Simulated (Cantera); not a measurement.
Ignition delay

Mixture: 4.67 % C3H8, 19.5 % O2, 73.3 % N2, 2.61 % H2O, equivalence ratio 1.2, at 1950 Torr, adiabatic and at constant pressure. Ignition delay is the time to a rise of 400 K.

Cantera simulation using GRI-Mech 3.0 (53 species, 325 reactions); the numbers are that mechanism's predictions, not measurements. GRI-Mech 3.0 was tuned for natural gas; its chemistry of propane as a main component is partial and can be far from experiment.

```tsv
T0 (K)	delay (ms)
1123	19.9
1173	7.02
1223	2.61
1273	1.04
1323	0.452
1373	0.214
1423	0.110
1473	0.0614
1523	0.0369
1573	0.0237
```

```
Item                                                    Result
--------------------------------------------------  ----------
apparent activation energy between 1473 and 1573 K  180 kJ/mol
```
